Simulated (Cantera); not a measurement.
An adiabatic, constant-volume homogeneous reactor starts with C3H8 : O2 : N2 = 1 : 8.2 : 30.8 (molar parts), at 1675 K and 0.987 atm. Integrator tolerance rtol = 1e-08.

Model: GRI-Mech 3.0 (53 species, 325 reactions), integrated in Cantera. GRI-Mech 3.0 was tuned for natural gas; its chemistry of propane as a main component is partial and can be far from experiment.

Q: What does this change do: initial temperature 1675 to 1475 K?

A: 
```json
[
 {"quantity": "time of steepest temperature rise", "before": "20.2 µs", "after": "87.9 µs"},
 {"quantity": "temperature at 4.00 s", "before": "2785 K", "after": "2710 K"},
 {"quantity": "equilibrium temperature", "before": "2785 K", "after": "2710 K"},
 {"quantity": "x(C3H8) at 4.00 s", "before": "<1e-12 (gas-phase equilibrium <1e-12)", "after": "<1e-12 (gas-phase equilibrium <1e-12)"},
 {"quantity": "x(O2) at 4.00 s", "before": "0.0699 (gas-phase equilibrium 0.0699)", "after": "0.0702 (gas-phase equilibrium 0.0702)"},
 {"quantity": "x(C2H2) at 4.00 s", "before": "<1e-12 (gas-phase equilibrium <1e-12)", "after": "<1e-12 (gas-phase equilibrium <1e-12)"},
 {"quantity": "x(CH2CO) at 4.00 s", "before": "<1e-12 (gas-phase equilibrium <1e-12)", "after": "<1e-12 (gas-phase equilibrium <1e-12)"},
 {"quantity": "x(CH2) at 4.00 s", "before": "<1e-12 (gas-phase equilibrium <1e-12)", "after": "<1e-12 (gas-phase equilibrium <1e-12)"}
]
```

Q: What does this change do: O2 8.2 to 2.7 parts?

A: 
| quantity | before | after |
|---|---|---|
| time of steepest temperature rise | 20.2 µs | 47.5 µs |
| temperature at 4.00 s | 2785 K | 2447 K |
| equilibrium temperature | 2785 K | 2447 K |
| x(C3H8) at 4.00 s | <1e-12 (gas-phase equilibrium <1e-12) | <1e-12 (gas-phase equilibrium <1e-12) |
| x(O2) at 4.00 s | 0.0699 (gas-phase equilibrium 0.0699) | 1.28e-5 (gas-phase equilibrium 1.28e-5) |
| x(C2H2) at 4.00 s | <1e-12 (gas-phase equilibrium <1e-12) | <1e-12 (gas-phase equilibrium <1e-12) |
| x(CH2CO) at 4.00 s | <1e-12 (gas-phase equilibrium <1e-12) | <1e-12 (gas-phase equilibrium <1e-12) |
| x(CH2) at 4.00 s | <1e-12 (gas-phase equilibrium <1e-12) | <1e-12 (gas-phase equilibrium <1e-12) |
